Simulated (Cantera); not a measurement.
Charge: 1 mol K2SO4, 0.28 mol H2O, 9.7 mol CO2, held at 255 Torr.

These are equilibrium values from Cantera (NASA tables, ideal gas, pure condensed phases), not measurements of a reactor. Candidate condensed phases: C, C6H6, C7H8, C8H18, H2O, H2SO4, K, KOH, KO2, K2CO3, K2O, K2O2, K2S, K2SO4, S; 130 gas species. Equilibrium is a limit: real reactors are often held back by kinetics, nucleation or transport.

Question: What share of the K ends up in condensed phases as a function of T (°C), at 902, 977, 1052, 1127, 1202, 1277, 1352, 1427, 1502, 1577, 1652, 1727, 1802, 1877?

Answer: 
```csv
T (°C),K condensed (%),as
902,100.0,K2SO4(s)
977,100.0,K2SO4(s)
1052,99.9,K2SO4(s)
1127,99.7,K2SO4(l)
1202,99.1,K2SO4(l)
1277,97.6,K2SO4(l)
1352,94.5,K2SO4(l)
1427,88.2,K2SO4(l)
1502,76.6,K2SO4(l)
1577,56.9,K2SO4(l)
1652,22.9,K2SO4(l)
1727,0.0,-
1802,0.0,-
1877,0.0,-
```
